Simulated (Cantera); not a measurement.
Cantera with NASA thermochemical tables; ideal gases at 1 bar, condensed phases pure. Values are per mole of reaction as written; species without (g) are pure solids or liquids, kept so even where they would boil at 1 bar.

2 Cl(g) + 2 SiH4(g) ⇌ H2(g) + 2 SiH3Cl(g)

```csv
T (K),ΔH° (kJ),ΔS° (J/K),ΔG° (kJ),log10 K
300,-594.9,-107.5,-562.7,97.97
1525,…,…,…,…
1675,…,…,…,…
1825,…,…,…,…
1975,-600.6,-110.9,-381.5,10.09
2125,-601.4,-111.3,-364.9,8.97
```

### Question
Fill in the missing entries.

### Answer

- 1525, ΔH° (kJ): -598.1
- 1525, ΔS° (J/K): -109.5
- 1525, ΔG° (kJ): -431.1
- 1525, log10 K: 14.77
- 1675, ΔH° (kJ): -598.9
- 1675, ΔS° (J/K): -110.0
- 1675, ΔG° (kJ): -414.7
- 1675, log10 K: 12.93
- 1825, ΔH° (kJ): -599.8
- 1825, ΔS° (J/K): -110.5
- 1825, ΔG° (kJ): -398.1
- 1825, log10 K: 11.40
